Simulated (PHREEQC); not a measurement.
Make-up at 25 °C: 67 mmol/kgw KHCO3, 4.2 mmol/kgw NH3 and 90 mmol/kgw NaCl. Closed to the air; pH follows from the charge balance.

All values are PHREEQC results (ion-association model, wateq4f.dat), not measurements.

```csv
quantity,before,after
pH,8.58,8.16
ionic strength (mol/kgw),0.160,0.157
HCO3- (mol/kgw),0.0612,0.0630
NH4+ (mol/kgw),0.00360,0.000790
SI of Nahcolite (NaHCO3),-1.97,-1.95
SI of Halite (NaCl),-3.95,-3.94
```

### Question
What was changed between the two runs?
(A) diluted 5-fold with water
(B) KHCO3 from 0.067 to 0.0134 mol/kgw
(C) NH3 from 0.0042 to 0.00084 mol/kgw

### Answer
C, NH3 from 0.0042 to 0.00084 mol/kgw

Precipitation was switched off in this run.
